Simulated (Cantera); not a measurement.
## Equilibrium for calcination and drying: Ca(OH)2 + CO2

Input: 1 mol Ca(OH)2, 0.11 mol CO2, at 525 °C and 750 Torr.

These are equilibrium values from Cantera (NASA tables, ideal gas, pure condensed phases), not measurements of a reactor. Candidate condensed phases: C, C6H6, C7H8, C8H18, Ca, CaCO3, CaO, Ca(OH)2, H2O; 115 gas species. Equilibrium is a limit: real reactors are often held back by kinetics, nucleation or transport.

The x(H2O) comes out as 1.000 and the x(CO2) is 0.000291. The n(CaCO3(calcite)) comes out as 0.110 mol and the n(CaO(s)) is 0.890 mol. The gas amount is 1.000 mol and the log10 activity of Ca(OH)2(s) (absent) is -0.03. The log10 activity of C(graphite) (absent) is -20.34 and the log10 activity of Ca(s) (absent) is -31.51.
